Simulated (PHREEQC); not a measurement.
A made-up water analysis in mg/kgw, 25 °C, pH 6.95, pe 0.8: Na 23.9; K 0.0478; Ca 15.7; Mg 2.91; Cl 9.4; S(6) as SO4 65.4; Alkalinity as HCO3 21; Li 0.00218.

Valence states are taken as typed.

The numbers come from PHREEQC with the ion-association model, phreeqc.dat.

This is a speciation only: nothing precipitates in the calculation.

Question: Order these C species by the share of C that they hold, largest first: CO2, HCO3-, CaHCO3+.

Answer: HCO3- (80 %), CO2 (19 %), CaHCO3+ (0.29 %)

Question: Order these S species by the share of S that they hold, largest first: SO4-2, NaSO4-, MgSO4, CaSO4.

Answer: SO4-2 (94 %), CaSO4 (3.8 %), MgSO4 (1.5 %), NaSO4- (0.39 %)

The pH is 6.95 and the ionic strength 0.00306 mol/kgw.
